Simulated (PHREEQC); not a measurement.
**Polishing slurry liquid**

Solution (46 °C): 0.0027 mol/kgw H2SO4, 0.00013 mol/kgw K2SO4 and 0.00099 mol/kgw CuSO4. Closed to the air; pH follows from the charge balance.

Computed with PHREEQC (ion-association model, phreeqc.dat).

No solid was allowed to form.

Question: What pH, specific conductance does the model give?

Answer: pH 2.41; specific conductance 2860 µS/cm.

Question: In which forms is K present?

Answer: K+ 98 %, KSO4- 1.6 % of the K.

Constants without temperature data keep their 25 °C values here.
